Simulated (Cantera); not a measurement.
Feed: 1 mol CH4, 0.3 mol NH3, 36 mol H2, equilibrated at 1900 K and 353 Torr.

Cantera equilibrium calculation (NASA polynomials, part measured and part estimated; ideal gas, pure solids and liquids). Candidate condensed phases: C, C6H6, C7H8, C8H18; 92 gas species. Rates play no part.

Base state: H2 0.994, N2 0.00358, H 0.00115, HCN 0.000581, C2H2 (acetylene) 0.000380, CH4 0.000261, HNC 2.73e-5 (mole fractions); condensed: C(graphite).

Question: What changes in the equilibrium state with this change: temperature from 1900 K to 1300 K?

Answer: 
| species | before | after |
|---|---|---|
| H2 | 0.994 | 0.992 |
| N2 | 0.00358 | 0.00389 |
| CH4 | 0.000261 | 0.00364 |
| H | 0.00115 | 1.61e-6 |
| C2H2 (acetylene) | 0.000380 | 5.72e-7 |
| HNC | 2.73e-5 | 1.03e-7 |
| HCN | 0.000581 | 1.29e-5 |
| C(graphite), mol | 0.937 | 0.859 |
